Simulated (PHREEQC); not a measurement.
Acid rinse or clean (model solution)

Make-up at 76 °C: 0.28 mol/kgw HNO3 and 6.8e-05 mol/kgw CuCl2. It is in equilibrium with CO2 at log p = -3.4 (atm). Otherwise closed; pH follows from the charge balance.

All values are PHREEQC results (ion-association model, phreeqc.dat), not measurements.

Precipitation was switched off in this run.

### Question
What pH, specific conductance does the model give?

### Answer
pH 0.67; specific conductance 209000 µS/cm.

Away from 25 °C the constants follow the database's enthalpies or fits; those with neither stay at their 25 °C values.
